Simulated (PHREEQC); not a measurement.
Make-up at 75 °C: 0.01 mol/kgw (CH3)4NF and 0.039 mol/kgw NaBF4. Closed to the air; pH follows from the charge balance.

The numbers come from PHREEQC with the ion-association model, phreeqc.dat.

No solid was allowed to form.

Task: Order these B species by the share of B that they hold, largest first: BF4-, BF2(OH)2-, H3BO3, BF3OH-.

Result: BF4- (83 %), BF3OH- (8.0 %), BF2(OH)2- (5.9 %), H3BO3 (3.2 %)

The pH is 3.51 and the ionic strength 0.0492 mol/kgw. Species that the database lacks are ignored. (CH3)4N+ isn't in the database: it is added as a free cation with an ion size of 4 Å. Constants without temperature data keep their 25 °C values here. Real BF4- forms and hydrolyses slowly; the run takes it at equilibrium.
